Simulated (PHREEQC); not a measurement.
A solution holds 0.0013 mol HF and 0.0082 mol (CH3)4NF per kg of water, at 25 °C. Closed to the air; pH follows from the charge balance.

Equilibrium calculation in PHREEQC: ion-association model, phreeqc.dat.

Precipitation was switched off in this run.

**Question.** Order these F species by the share of F that they hold, largest first: F-, HF, HF2-.

**Answer.** F- (87 %), HF (12 %), HF2- (0.77 %)

The pH is 3.99 and the ionic strength 0.00831 mol/kgw. (CH3)4N+ isn't in the database: it is added as a free cation with an ion size of 4 Å.
